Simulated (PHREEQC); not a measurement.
Consider water at 60 °C with 0.13 mol/kgw HF, 0.00021 mol/kgw NH4HF2 and 0.58 mol/kgw HCl. It is in equilibrium with CO2 at log p = -3.5 (atm). Otherwise closed; pH follows from the charge balance.

Computed with PHREEQC (ion-association model, phreeqc.dat).

This is a speciation only: nothing precipitates in the calculation.

### Question
What pH does the model give?

### Answer
pH 0.36.

Constants without temperature data keep their 25 °C values here.
